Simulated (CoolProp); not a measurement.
Values from CoolProp's reference Helmholtz-energy equation of state, Lemmon 2006. It is a short technical equation, of lower accuracy than the large ones.

### Question
For isohexane, give the phase and the density (kg/m³), cp (kJ/(kg K)), Joule-Thomson coefficient (K/MPa), isothermal compressibility (1/MPa) at 211.7 K and 0.0448 MPa.

### Answer
- 211.7 K and 0.0448 MPa: liquid; density 724, cp 1.88, Joule-Thomson coefficient -0.550, isothermal compressibility 0.000870
